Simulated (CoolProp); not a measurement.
The numbers come from the reference Helmholtz-energy equation of state, Schroeder 2014 in CoolProp.

Problem. For ethanol, give the phase and the cv (kJ/(kg K)), isothermal compressibility (1/MPa) at 384.6 K and 19300 kPa; 384.6 K and 24100 kPa; 384.6 K and 43400 kPa.

Solution. 
- 384.6 K and 19300 kPa: liquid; cv 2.62, isothermal compressibility 0.00163
- 384.6 K and 24100 kPa: liquid; cv 2.61, isothermal compressibility 0.00152
- 384.6 K and 43400 kPa: liquid; cv 2.58, isothermal compressibility 0.00119
